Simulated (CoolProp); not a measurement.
Vapour-liquid equilibrium of dimethyl ether (1) + methanol (2) at 265 kPa; x and y are mole fractions of (1).

Values from CoolProp's multi-fluid Helmholtz-energy mixture model, Wu 2011 and de Reuck 1993; pair parameters Bell 2016.

```
x      bubble temperature, mixture model (K)  bubble temperature, Raoult's law (K)  y, mixture model  y, Raoult's law
-----  -------------------------------------  ------------------------------------  ----------------  ---------------
0.05                              (withheld)                                 350.9             0.561            0.401
0.125                             (withheld)                                 334.5        (withheld)            0.704
0.2                                    304.6                                 322.0        (withheld)            0.840
0.275                                  296.6                                 312.4             0.949            0.906
0.35                                   291.4                                 304.9             0.963            0.941
0.425                                  287.9                                 298.7             0.971            0.962
0.5                               (withheld)                                 293.6        (withheld)            0.975
0.575                                  283.2                                 289.3             0.980            0.983
0.65                              (withheld)                                 285.5             0.983            0.989
0.725                                  279.7                                 282.3             0.986            0.993
0.8                                    278.1                                 279.4             0.989            0.996
0.875                             (withheld)                                 276.8             0.992            0.998
0.95                                   274.4                                 274.4             0.997            0.999
```

Question: Some entries are withheld; supply them.

Answer: 
- 0.05, bubble temperature, mixture model (K): 341.6
- 0.125, bubble temperature, mixture model (K): 317.9
- 0.125, y, mixture model: 0.842
- 0.2, y, mixture model: 0.920
- 0.5, bubble temperature, mixture model (K): 285.3
- 0.5, y, mixture model: 0.976
- 0.65, bubble temperature, mixture model (K): 281.4
- 0.875, bubble temperature, mixture model (K): 276.3

The largest gap from Raoult's law is -17.4 K in bubble temperature, at x = 0.2. No azeotrope shows between x = 0.05 and 0.95.

Pair parameters are fitted to limited data, so mixtures are less certain than the pure fluids. With so large a gap from Raoult's law the liquid may split in two, which this calculation doesn't test in full.
